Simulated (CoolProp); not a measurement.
2000 sccm (0 °C, 1 atm) of nitrogen bubbles through liquid R113 at 297.3 K and leaves saturated at a total pressure of 0.15 MPa (ideal gas phase). Each further row changes one setting.

The numbers come from the reference Helmholtz-energy equation of state, Marx 1992 in CoolProp.

| case | vapour pressure (kPa) | mole fraction of vapour | delivery (mg/min) | delivery (sccm) | change of delivery for a bath 1 K warmer (%) |
|---|---|---|---|---|---|
| as stated | 43.4 | 0.289 | 6800 | 813 | 5.8 |
| bath temperature 302.3 K | 52.6 | 0.351 | 9040 | 1080 | 6.1 |
| total pressure 0.3 MPa | 43.4 | 0.145 | 2820 | 338 | 4.7 |
